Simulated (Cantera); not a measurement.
# Equilibrium for titanium nitride, carbide and oxide coatings: Ti(OiPr)4 + C3H8 + H2O

Feed: 1 mol Ti(OiPr)4, 0.13 mol C3H8, a varied amount of H2O, held at 1000 K and 0.370 bar.

Equilibrium computed with Cantera from the NASA thermochemical tables; the gas is ideal and each condensed phase is pure. Candidate condensed phases: C, C6H6, C7H8, C8H18, H2O, Ti, TiC, TiO, TiO2, Ti2O3, Ti3O5, Ti4O7; 113 gas species. The feed counts by its element totals alone. Gases not in the tables: TiO(OH)2. Equilibrium is a limit: real reactors are often held back by kinetics, nucleation or transport.

```tsv
n(H2O) (mol)	log p H2	log p CO	log p H2O	log p CO2	log p CH4	log p C2H4	log p C2H6	n C(graphite)	n TiO2(rutile)
0.42	-0.51	-1.34	-2.25	-2.92	-2.04	-7.25	-7.33	9.87	1.00
0.77	-0.52	-1.30	-2.22	-2.84	-2.06	-7.26	-7.35	9.56	1.00
1.4	-0.53	-1.24	-2.17	-2.73	-2.08	-7.29	-7.38	9.00	1.00
2.6	-0.55	-1.16	-2.11	-2.57	-2.12	-7.32	-7.44	7.95	1.00
4.8	-0.58	-1.07	-2.05	-2.39	-2.17	-7.38	-7.52	6.00	1.00
8.9	-0.61	-0.99	-2.00	-2.22	-2.24	-7.45	-7.62	2.38	1.00
17	-0.64	-1.07	-1.43	-1.70	-3.00	-8.90	-9.10	0	1.00
```
log p: log10 of the partial pressure in bar; n: condensed amount in mol.

From 0.42 mol H2O to 8.9 mol H2O the condensed part is C(graphite) + TiO2(rutile). At 17 mol H2O the condensed part is TiO2(rutile).
